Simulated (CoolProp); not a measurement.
R1234ze(E) along the isobar 15 MPa: fugacity coefficient from the reference equation and from simpler models built on Tc = 109.4 °C, pc = 3.635 MPa, ω = 0.313; each cubic takes its own stable root.

Model: reference Helmholtz-energy equation of state, Thol 2016, in CoolProp.

```tsv
T (°C)	phase	reference
31.55	liquid	0.06102
43.05	liquid	0.08033
54.55	liquid	0.1030
66.15	liquid	0.1291
77.65	liquid	0.1580
89.15	liquid	0.1898
100.75	liquid	0.2244
112.25	supercritical	0.2607
123.75	supercritical	0.2987
135.35	supercritical	0.3380
146.85	supercritical	0.3775
```

### Question
How far does each simpler model (van der Waals, Redlich-Kwong, Soave-Redlich-Kwong, Peng-Robinson) lie from the reference over these 11 states: mean and median of the absolute difference, and the worst?

### Answer
- van der Waals: mean 65.3 %, median 49.2 %, worst +176.0 % at 31.55 °C and 15 MPa
- Redlich-Kwong: mean 19.8 %, median 16.4 %, worst +49.4 % at 31.55 °C and 15 MPa
- Soave-Redlich-Kwong: mean 9.1 %, median 9.3 %, worst +9.6 % at 112.25 °C and 15 MPa
- Peng-Robinson: mean 0.4 %, median 0.3 %, worst -0.9 % at 31.55 °C and 15 MPa
